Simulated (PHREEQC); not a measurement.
**Copper plating or etch bath: an equilibrium model**

Make-up at 25 °C: 0.0684 mol/kgw CuSO4, 0.0053 mol/kgw HCl and 0.22 mol/kgw NaCl. Closed to the air; pH follows from the charge balance.

Computed with PHREEQC (ion-association model, phreeqc.dat).

Precipitation was switched off in this run.

**Question.** What pH, specific conductance, ionic strength does the model give?

**Answer.** pH 2.66; specific conductance 26800 µS/cm; ionic strength 0.387 mol/kgw.

**Question.** In which forms is Na present?

**Answer.** Na+ 96 %, NaSO4- 4.2 % of the Na.

Complexes and solids missing from the database can't appear.
